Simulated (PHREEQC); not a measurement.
1 kg of water holding 0.034 mol KCl, 0.027 mol MgCl2, 0.029 mol NaCl and 0.054 mol CaCl2 is evaporated at 40 °C; the solids stay in contact with the brine. CO2 from the air is kept out. The run lets Bischofite, Brucite, Carnallite, Halite, Portlandite, Sylvite, MgCl2_4H2O precipitate or redissolve, and no other solid.

All values are PHREEQC results (Pitzer model, pitzer.dat), not measurements.

Q: Predict ionic strength, water activity at water left (kg) = 0.1711, 0.05275, 0.02407, 0.01979, 0.01627.

A: 
| water left (kg) | ionic strength | water activity |
|---|---|---|
| 0.1711 | 1.79 | 0.964 |
| 0.05275 | 5.80 | 0.851 |
| 0.02407 | 12.6 | 0.598 |
| 0.01979 | 14.2 | 0.541 |
| 0.01627 | 16.2 | 0.461 |

Away from 25 °C the constants follow the database's enthalpies or fits; those with neither stay at their 25 °C values.
